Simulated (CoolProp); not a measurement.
Properties of the fluoroketone C6F12O (FK-5-1-12) at several states (Tc = 441.8 K, pc = 1.869 MPa, ω = 0.471).

Model: reference Helmholtz-energy equation of state, McLinden 2015, in CoolProp.

```tsv
T (K)	p (MPa)	phase	Z	isothermal compressibility (1/MPa)
470.2	1.34	gas	0.7752	1.001
253.2	0.0151	liquid	0.001310	0.001713
480.3	0.102	gas	0.9859	9.944
493.8	0.0236	gas	0.9971	42.50
```
